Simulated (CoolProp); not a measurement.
A Linde-Hampson liquefier for nitrogen: isothermal reversible compression at 280 K from 1 atm to 10 MPa, throttling to 1 atm, return gas leaving the recuperator 5 K below the feed. Each further row changes one setting.

The numbers come from the reference Helmholtz-energy equation of state, Span 2000 in CoolProp.

```tsv
case	liquid yield per pass	compression work (kJ/kg of gas)
as stated	0.043	380
high pressure 20 MPa	0.080	438
warm-end temperature 310 K	0.029	423
warm-end gap 10 K	0.030	380
```
